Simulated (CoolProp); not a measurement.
The fluid at 570 K and 0.287 MPa flows at 2.4 m/s in a round tube of 20 mm bore and 45 µm roughness, fully developed (64/Re and Nu = 3.66 if laminar; Colebrook and Gnielinski if turbulent). The same conditions are run with several fluids, on thermodynamics alone (safety and materials aside).

Computed with CoolProp (reference Helmholtz-energy equation of state of each fluid (isobutane: Bücker 2006; n-heptane: Span 2003; o-xylene: Zhou 2012; n-octane: Beckmüller 2019; m-xylene: Zhou 2012)).

```tsv
fluid	Reynolds number	Darcy friction factor	pressure drop (Pa/m)	heat-transfer coefficient (W/(m² K))	mass flow (kg/h)
isobutane	12400	0.0328	16.7	109	9.64
n-heptane	26800	0.0290	26.1	170	17.0
o-xylene	25900	0.0291	28.1	147	18.2
n-octane	32200	0.0283	29.5	192	19.6
m-xylene	26100	0.0291	28.1	141	18.2
```

Transport values come from each fluid's own correlations.
